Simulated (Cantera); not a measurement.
**Premixed flame**

A freely propagating, adiabatic, planar premixed flame of 9.20 % CH4, 0.752 % H2, 16.1 % O2, 60.8 % N2, 13.1 % H2O, equivalence ratio 1.2, unburnt at 575 K and 143 Torr; mixture-averaged transport, grid criteria slope 0.08 and curve 0.16, no radiation.

Detailed kinetics in Cantera: GRI-Mech 3.0 (53 species, 325 reactions). Burning velocities carry a grid error of a few per cent, more on coarse grids.

| z (mm) | T (K) | u (m/s) | x CH4 | x H2 | x O2 | x NO | x OH | x C2H |
|---|---|---|---|---|---|---|---|---|
| -5.52 | 575 | 1.18 | 0.0919 | 0.00860 | 0.161 | <1e-8 | <1e-8 | <1e-8 |
| -3.68 | 576 | 1.19 | 0.0915 | 0.0109 | 0.161 | <1e-8 | <1e-8 | <1e-8 |
| -2.76 | 582 | 1.20 | 0.0909 | 0.0141 | 0.160 | <1e-8 | 4.84e-8 | <1e-8 |
| -1.84 | 631 | 1.31 | 0.0872 | 0.0208 | 0.156 | 8.71e-8 | 2.76e-6 | <1e-8 |
| -0.919 | 972 | 2.06 | 0.0640 | 0.0329 | 0.129 | 1.03e-6 | 4.40e-5 | <1e-8 |
| -0.460 | 1330 | 2.85 | 0.0360 | 0.0394 | 0.0932 | 2.62e-6 | 0.000345 | <1e-8 |
| 0 | 1660 | 3.59 | 0.00953 | 0.0414 | 0.0500 | 5.73e-6 | 0.00202 | 2.03e-7 |
| 0.460 | 1803 | 3.91 | 0.000936 | 0.0369 | 0.0234 | 1.01e-5 | 0.00528 | 2.59e-7 |
| 0.919 | 1837 | 3.97 | 4.85e-5 | 0.0337 | 0.0135 | 1.34e-5 | 0.00722 | 3.28e-8 |
| 1.84 | 1860 | 4.00 | 1.33e-7 | 0.0335 | 0.00896 | 1.61e-5 | 0.00791 | <1e-8 |
| 3.68 | 1885 | 4.04 | <1e-8 | 0.0340 | 0.00751 | 1.77e-5 | 0.00779 | <1e-8 |
| 7.35 | 1920 | 4.10 | <1e-8 | 0.0332 | 0.00637 | 1.93e-5 | 0.00742 | <1e-8 |
| 14.7 | 1964 | 4.18 | <1e-8 | 0.0316 | 0.00494 | 2.18e-5 | 0.00672 | <1e-8 |
x: mole fraction of selected species; z is measured from the peak of heat release.

The laminar burning velocity is 118 cm/s and the thermal thickness is 1.84 mm. The peak x(OH) is 0.00792 and the peak x(C2H) is 3.48e-7. The grid points comes out as 157.
